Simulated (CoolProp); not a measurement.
R152A along the isotherm 226.85 °C: density (kg/m³) from the reference equation and from simpler models built on Tc = 113.3 °C, pc = 4.517 MPa, ω = 0.275; each cubic takes its own stable root.

Model: reference Helmholtz-energy equation of state, Outcalt 1996, in CoolProp. It is a modified Benedict-Webb-Rubin equation, recast in Helmholtz form.

```csv
p (MPa),phase,reference
0.0714,gas,1.137
0.115,gas,1.834
0.186,gas,2.973
0.301,gas,4.829
0.487,gas,7.859
0.786,gas,12.81
1.27,gas,21.03
2.05,gas,34.86
3.31,gas,58.87
5.36,supercritical,102.9
8.65,supercritical,188.0
14,supercritical,345.3
22.6,supercritical,513.1
```

Question: How far does each simpler model (ideal gas, Redlich-Kwong, Peng-Robinson) lie from the reference over these 13 states: mean and median of the absolute difference, and the worst?

Answer: 
- ideal gas: mean 10.6 %, median 4.0 %, worst -35.6 % at 226.85 °C and 14 MPa
- Redlich-Kwong: mean 1.4 %, median 0.4 %, worst -8.1 % at 226.85 °C and 22.6 MPa
- Peng-Robinson: mean 1.7 %, median 0.2 %, worst -9.3 % at 226.85 °C and 22.6 MPa
